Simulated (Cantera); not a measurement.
What does this Cantera script print?

```python
import numpy as np
import cantera as ct

gas = ct.Solution("gri30.yaml")
gas.TPX = 1475, 100000, {'CH4': 0.36, 'C2H6': 0.069, 'O2': 2.24, 'N2': 8.43}
reactor = ct.IdealGasReactor(gas, energy="on", clone=False)
net = ct.ReactorNet([reactor])
net.rtol, net.atol = 1e-08, 1e-16
show = ['CH4', 'C2H6', 'O2', 'CH2', 'HCN', 'CO2', 'H2']
times = np.geomspace(6e-06, 5, 14)

steps = ct.SolutionArray(gas, extra=["t"])
rows = []
print(f"{'t/s':>10s}{'T/K':>9s}{'P/Pa':>11s}" + "".join(f"{s:>11s}" for s in show))
for t in times:
    while net.time < t:
        t_next = net.step()
        steps.append(gas.state, t=t_next)
    rows.append([np.interp(t, steps.t, y) for y in (steps.T, steps.P, *steps(*show).X.T)])
    print(f"{t:10.3e}{rows[-1][0]:9.1f}{rows[-1][1]:11.4g}" + "".join(f"{x:11.3e}" for x in rows[-1][2:]))
rate = np.gradient(steps.T, steps.t)
print("integrator steps:", len(steps.t))
if steps.T.max() > steps.T[0] + 200:
    print(f"time of steepest temperature rise: {steps.t[rate.argmax()]:.4e} s")
gas.TPX = 1475, 100000, {'CH4': 0.36, 'C2H6': 0.069, 'O2': 2.24, 'N2': 8.43}
gas.equilibrate("UV")
print(f"equilibrium (UV): T = {gas.T:.1f} K  " + "  ".join(f"{s} {gas[s].X[0]:.3e}" for s in show))
```

It prints:

```
       t/s      T/K       P/Pa        CH4       C2H6         O2        CH2        HCN        CO2         H2
 6.000e-06   1474.8  9.999e+04  3.243e-02  6.200e-03  2.018e-01  4.911e-11  1.884e-17  5.041e-10  2.331e-07
 1.712e-05   1474.5  9.997e+04  3.243e-02  6.164e-03  2.018e-01  5.865e-10  3.949e-16  1.689e-08  3.026e-06
 4.887e-05   1474.0  9.996e+04  3.229e-02  5.980e-03  2.016e-01  1.254e-08  6.081e-14  8.287e-07  5.775e-05
 1.395e-04   1552.7  1.059e+05  2.464e-02  2.309e-03  1.909e-01  1.800e-06  5.999e-10  2.432e-04  3.991e-03
 3.981e-04   2484.8  1.704e+05  4.524e-19  1.028e-35  1.118e-01  5.434e-18  1.697e-12  4.007e-02  1.269e-03
 1.136e-03   2502.5  1.714e+05  3.834e-19  5.334e-36  1.115e-01  3.849e-18  1.907e-12  4.090e-02  1.062e-03
 3.242e-03   2497.3   1.71e+05  3.634e-19  4.848e-36  1.102e-01  3.541e-18  2.439e-12  4.097e-02  1.044e-03
 9.253e-03   2487.1  1.703e+05  3.261e-19  3.995e-36  1.078e-01  2.990e-18  3.228e-12  4.111e-02  1.010e-03
 2.641e-02   2477.3  1.695e+05  2.929e-19  3.296e-36  1.054e-01  2.526e-18  3.732e-12  4.125e-02  9.771e-04
 7.537e-02   2475.3  1.694e+05  2.867e-19  3.172e-36  1.049e-01  2.442e-18  3.807e-12  4.127e-02  9.708e-04
 2.151e-01   2475.3  1.694e+05  2.867e-19  3.171e-36  1.049e-01  2.442e-18  3.807e-12  4.127e-02  9.707e-04
 6.139e-01   2475.3  1.694e+05  2.867e-19  3.171e-36  1.049e-01  2.442e-18  3.807e-12  4.127e-02  9.707e-04
 1.752e+00   2475.3  1.694e+05  2.867e-19  3.171e-36  1.049e-01  2.442e-18  3.807e-12  4.127e-02  9.707e-04
 5.000e+00   2475.3  1.694e+05  2.867e-19  3.171e-36  1.049e-01  2.442e-18  3.807e-12  4.127e-02  9.707e-04
integrator steps: 1581
time of steepest temperature rise: 1.6928e-04 s
equilibrium (UV): T = 2475.3 K  CH4 4.303e-19  C2H6 6.148e-36  O2 1.049e-01  CH2 3.893e-18  HCN 3.807e-12  CO2 4.127e-02  H2 9.707e-04
```

Model: GRI-Mech 3.0 (53 species, 325 reactions), integrated in Cantera.
